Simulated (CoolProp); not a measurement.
Vapour-liquid equilibrium of cyclohexane (1) + ethylbenzene (2) at 0.804 MPa; x and y are mole fractions of (1).

The numbers come from the multi-fluid Helmholtz-energy mixture model, Zhou 2014 and Zhou 2012; pair parameters Bell 2016 in CoolProp.

| x | bubble temperature, mixture model (K) | bubble temperature, Raoult's law (K) | y, mixture model | y, Raoult's law |
|---|---|---|---|---|
| 0.05 | 502.6 | 502.8 | 0.116 | 0.130 |
| 0.125 | (withheld) | 495.4 | 0.267 | 0.293 |
| 0.2 | (withheld) | 488.8 | (withheld) | 0.426 |
| 0.275 | 481.5 | 482.7 | 0.501 | 0.534 |
| 0.35 | 475.7 | 477.1 | (withheld) | 0.623 |
| 0.425 | 470.5 | 472.0 | 0.663 | 0.698 |
| 0.5 | (withheld) | 467.2 | 0.726 | 0.761 |
| 0.575 | 461.5 | 462.8 | (withheld) | 0.814 |
| 0.65 | 457.6 | 458.7 | 0.827 | 0.859 |
| 0.725 | 454.1 | 454.9 | 0.869 | 0.898 |
| 0.8 | 450.7 | 451.3 | (withheld) | 0.931 |
| 0.875 | 447.6 | 447.9 | 0.943 | 0.960 |
| 0.95 | 444.7 | 444.8 | 0.978 | 0.985 |

### Question
What belongs in the gaps?

### Answer

- 0.125, bubble temperature, mixture model (K): 495.0
- 0.2, bubble temperature, mixture model (K): 487.9
- 0.2, y, mixture model: 0.395
- 0.35, y, mixture model: 0.589
- 0.5, bubble temperature, mixture model (K): 465.7
- 0.575, y, mixture model: 0.780
- 0.8, y, mixture model: 0.907

The largest gap from Raoult's law is -1.5 K in bubble temperature, at x = 0.425. No azeotrope shows between x = 0.05 and 0.95.

The pair parameters rest on a limited set of measurements; away from them the model extrapolates.
